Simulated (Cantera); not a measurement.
# Hydrocarbon pyrolysis for carbon deposition

A perfectly stirred reactor is fed with 41.7 % C2H6, 58.3 % N2, at 315 Torr; it is held at 1375 K, and followed from long to short residence time.

Detailed kinetics in Cantera: GRI-Mech 3.0 (53 species, 325 reactions). GRI-Mech 3.0 stops at C3 and has no aromatics, soot or wall deposition, so with more carbon than oxygen in the feed, carbon stays in small species such as C2H2 where larger ones or solid carbon would form.

| τ (s) | x C2H6 | x C2H2 | x H | x C2H | x C2H4 |
|---|---|---|---|---|---|
| 3.1 | 0.000511 | 0.178 | 8.44e-6 | 3.53e-9 | 0.0324 |
| 0.79 | 0.00116 | 0.175 | 1.34e-5 | 5.43e-9 | 0.0388 |
| 0.20 | 0.00292 | 0.164 | 2.01e-5 | 7.83e-9 | 0.0520 |
| 0.049 | 0.00849 | 0.137 | 2.78e-5 | 9.79e-9 | 0.0815 |
| 0.012 | 0.0274 | 0.0889 | 3.38e-5 | 9.16e-9 | 0.129 |
| 0.0031 | 0.0866 | 0.0384 | 3.44e-5 | 5.35e-9 | 0.157 |
| 0.00077 | 0.223 | 0.00881 | 2.90e-5 | 1.85e-9 | 0.110 |
x: mole fraction; the columns are a selection and need not sum to one.
